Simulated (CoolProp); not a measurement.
Properties of R143a along the isotherm 53.85 °C (Tc = 72.7 °C, pc = 3.762 MPa, ω = 0.261).

The numbers come from the reference Helmholtz-energy equation of state, Lemmon and Jacobsen 2000 in CoolProp.

```csv
p (MPa),phase,density (kg/m³),speed of sound (m/s),conductivity (mW/(m K)),Prandtl number
0.513,gas,16.94,180.2,17.9,0.722
1.03,gas,36.80,169.6,18.4,0.775
1.54,gas,60.54,157.6,19.2,0.852
2.05,gas,91.66,143.0,20.9,0.994
3.08,liquid,795.5,264.1,59.8,2.84
3.59,liquid,808.8,282.2,60.8,2.74
4.1,liquid,820.1,297.8,61.7,2.66
4.62,liquid,830.3,311.8,62.6,2.61
5.13,liquid,839.2,324.3,63.4,2.57
5.64,liquid,847.4,335.8,64.2,2.53
```

Viscosity comes from a separate model (Klein 1997), an estimate that may be off by 10 % or more. Thermal conductivity comes from a separate model (McLinden 2000), an estimate that may be off by 10 % or more.
